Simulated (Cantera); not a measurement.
Input: 1 mol (CH₃)₂SiCl₂, 0.15 mol CH₄, 360 mol H₂, equilibrated at 1250 K and 1.33 mbar.

Cantera equilibrium calculation (NASA polynomials, part measured and part estimated; ideal gas, pure solids and liquids). Candidate condensed phases: C, C₆H₆, C₇H₈, C₈H₁₈, Si, SiC; 109 gas species. The feed counts by its element totals alone. Rates play no part.

Base state: H₂ 0.994, HCl 0.00549, CH₄ 1.45e-5, H 1.32e-5 (mole fractions); condensed: C(graphite) + SiC(s).

What changes in the equilibrium state with this change: temperature from 1250 K to 2023.15 K?


| species | before | after |
|---|---|---|
| H₂ | 0.994 | 0.941 |
| H | 1.32e-5 | 0.0505 |
| HCl | 0.00549 | 0.00511 |
| Si | <1e-9 | 0.00235 |
| SiC₂ | <1e-9 | 0.000108 |
| Si₂C | <1e-9 | 6.54e-5 |
| SiH | <1e-9 | 5.35e-5 |
| SiCl | <1e-9 | 1.20e-5 |
| C(graphite), mol | 1.14 | 1.41 |
| SiC(s), mol | 1.000 | 0 |
The tables' values for SiCl are old estimates; treat these amounts as uncertain.
